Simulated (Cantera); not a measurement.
Input: 1 mol Si, 2.4 mol F2, held at 9.60 mbar.

Cantera equilibrium calculation (NASA polynomials, part measured and part estimated; ideal gas, pure solids and liquids). Candidate condensed phases: Si; 9 gas species. Equilibrium is a limit: real reactors are often held back by kinetics, nucleation or transport.

Q: At 702 °C, list the 3 most abundant gas species with their mole fractions, and the condensed phases.

A: SiF4 0.620, F 0.264, F2 0.116. Condensed: gas only.
